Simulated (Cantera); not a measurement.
**Thermodynamics of boron, boron nitride and boron oxide, feed BF3 + O2 + N2 + H2**

Input: 1 mol BF3, 0.82 mol O2, 0.18 mol N2, 48 mol H2, held at 1875 °C and 280 Pa.

These are equilibrium values from Cantera (NASA tables, ideal gas, pure condensed phases), not measurements of a reactor. Candidate condensed phases: B, BN, B2O3, B3O3H3, H2O; 62 gas species. Rates play no part.

| Quantity | Value |
|---|---|
| x(H2) | 0.852 |
| x(H) | 0.0727 |
| x(HF) | 0.0424 |
| x(BOF) | 0.0151 |
| x(H2O) | 0.0106 |
| x(N2) | 0.00345 |
| x(HBO2) | 0.00157 |
| x(BO) | 0.00123 |
| x(HBO) | 0.00114 |
| gas amount | 52.11 mol |
| log10 activity of B(s) (absent) | -5.15 |
